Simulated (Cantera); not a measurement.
Adiabatic ignition

An adiabatic, constant-pressure homogeneous reactor starts with CH₄ : O₂ : N₂ : H₂ = 1 : 4.17 : 10.8 : 1.6 (molar parts), equivalence ratio 0.67, at 1050 K and 100000 Pa.

Detailed kinetics in Cantera: GRI-Mech 3.0 (53 species, 325 reactions).

| t (s) | T (K) | x CH₄ | x O₂ | x CH₂O | x C₂H | x C₂H₂ |
|---|---|---|---|---|---|---|
| 1.00e-6 | 1050 | 0.0569 | 0.237 | <1e-12 | <1e-12 | <1e-12 |
| 2.26e-6 | 1050 | 0.0569 | 0.237 | <1e-12 | <1e-12 | <1e-12 |
| 5.09e-6 | 1050 | 0.0569 | 0.237 | <1e-12 | <1e-12 | <1e-12 |
| 1.15e-5 | 1050 | 0.0569 | 0.237 | 1.74e-12 | <1e-12 | <1e-12 |
| 2.59e-5 | 1050 | 0.0569 | 0.237 | 1.29e-11 | <1e-12 | <1e-12 |
| 5.85e-5 | 1050 | 0.0569 | 0.237 | 9.55e-11 | <1e-12 | <1e-12 |
| 0.000132 | 1050 | 0.0569 | 0.237 | 8.77e-10 | <1e-12 | <1e-12 |
| 0.000298 | 1050 | 0.0569 | 0.237 | 2.34e-8 | <1e-12 | <1e-12 |
| 0.000672 | 1058 | 0.0562 | 0.237 | 0.000220 | <1e-12 | 6.91e-10 |
| 0.00152 | 2557 | <1e-12 | 0.0807 | 2.56e-11 | <1e-12 | <1e-12 |
| 0.00342 | 2577 | <1e-12 | 0.0790 | 2.28e-11 | <1e-12 | <1e-12 |
| 0.00772 | 2571 | <1e-12 | 0.0767 | 2.23e-11 | <1e-12 | <1e-12 |
| 0.0174 | 2566 | <1e-12 | 0.0747 | 2.19e-11 | <1e-12 | <1e-12 |
| 0.0393 | 2565 | <1e-12 | 0.0742 | 2.18e-11 | <1e-12 | <1e-12 |
| 0.0886 | 2565 | <1e-12 | 0.0742 | 2.18e-11 | <1e-12 | <1e-12 |
| 0.200 | 2565 | <1e-12 | 0.0742 | 2.18e-11 | <1e-12 | <1e-12 |
x: mole fraction; the columns are a selection and need not sum to one.

```yaml
time_of_steepest_temperature_rise: 1.28 ms
temperature at 0.200 s: 2565 K
equilibrium_temperature: 2565 K
x(CH₄) at 0.200 s: <1e-12 (gas-phase equilibrium <1e-12)
x(O₂) at 0.200 s: 0.0742 (gas-phase equilibrium 0.0742)
x(CH₂O) at 0.200 s: 2.18e-11 (gas-phase equilibrium 2.18e-11)
```
